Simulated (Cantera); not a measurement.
An adiabatic, constant-pressure homogeneous reactor starts with CO : H2 : CH4 : O2 : N2 = 1 : 0.48 : 0.058 : 0.389 : 1.46 (molar parts), equivalence ratio 2.2, at 1550 K and 1.00 bar. Integrator tolerance rtol = 1e-08.

Model: GRI-Mech 3.0 (53 species, 325 reactions), integrated in Cantera.

Task: What does this change do: H2 0.48 to 1 parts?

Result: 
```
quantity                                                            before                                      after
---------------------------------  ---------------------------------------  -----------------------------------------
time of steepest temperature rise                                  21.1 µs                                    18.5 µs
temperature at 0.700 s                                              2782 K                                     2678 K
equilibrium temperature                                             2782 K                                     2678 K
x(CO) at 0.700 s                       0.249 (gas-phase equilibrium 0.249)        0.248 (gas-phase equilibrium 0.248)
x(H2) at 0.700 s                     0.0518 (gas-phase equilibrium 0.0518)        0.141 (gas-phase equilibrium 0.141)
x(CH4) at 0.700 s                    <1e-12 (gas-phase equilibrium <1e-12)  7.54e-12 (gas-phase equilibrium 8.53e-12)
x(HCN) at 0.700 s                  3.38e-8 (gas-phase equilibrium 3.38e-8)    1.15e-7 (gas-phase equilibrium 1.15e-7)
x(NO) at 0.700 s                   0.00286 (gas-phase equilibrium 0.00286)  0.000677 (gas-phase equilibrium 0.000677)
x(HO2) at 0.700 s                  1.02e-6 (gas-phase equilibrium 1.02e-6)    1.46e-7 (gas-phase equilibrium 1.46e-7)
```

Task: What does this change do: CH4 0.058 to 0.022 parts?

Result: 
| quantity | before | after |
|---|---|---|
| time of steepest temperature rise | 21.1 µs | 16.3 µs |
| temperature at 0.700 s | 2782 K | 2813 K |
| equilibrium temperature | 2782 K | 2813 K |
| x(CO) at 0.700 s | 0.249 (gas-phase equilibrium 0.249) | 0.233 (gas-phase equilibrium 0.233) |
| x(H2) at 0.700 s | 0.0518 (gas-phase equilibrium 0.0518) | 0.0390 (gas-phase equilibrium 0.0390) |
| x(CH4) at 0.700 s | <1e-12 (gas-phase equilibrium <1e-12) | <1e-12 (gas-phase equilibrium <1e-12) |
| x(HCN) at 0.700 s | 3.38e-8 (gas-phase equilibrium 3.38e-8) | 2.21e-8 (gas-phase equilibrium 2.21e-8) |
| x(NO) at 0.700 s | 0.00286 (gas-phase equilibrium 0.00286) | 0.00431 (gas-phase equilibrium 0.00431) |
| x(HO2) at 0.700 s | 1.02e-6 (gas-phase equilibrium 1.02e-6) | 1.81e-6 (gas-phase equilibrium 1.81e-6) |

Task: What does this change do: initial temperature 1550 to 1525 K?

Result: 
| quantity | before | after |
|---|---|---|
| time of steepest temperature rise | 21.1 µs | 22.9 µs |
| temperature at 0.700 s | 2782 K | 2771 K |
| equilibrium temperature | 2782 K | 2771 K |
| x(CO) at 0.700 s | 0.249 (gas-phase equilibrium 0.249) | 0.248 (gas-phase equilibrium 0.248) |
| x(H2) at 0.700 s | 0.0518 (gas-phase equilibrium 0.0518) | 0.0518 (gas-phase equilibrium 0.0518) |
| x(CH4) at 0.700 s | <1e-12 (gas-phase equilibrium <1e-12) | <1e-12 (gas-phase equilibrium <1e-12) |
| x(HCN) at 0.700 s | 3.38e-8 (gas-phase equilibrium 3.38e-8) | 3.36e-8 (gas-phase equilibrium 3.36e-8) |
| x(NO) at 0.700 s | 0.00286 (gas-phase equilibrium 0.00286) | 0.00272 (gas-phase equilibrium 0.00272) |
| x(HO2) at 0.700 s | 1.02e-6 (gas-phase equilibrium 1.02e-6) | 9.49e-7 (gas-phase equilibrium 9.49e-7) |
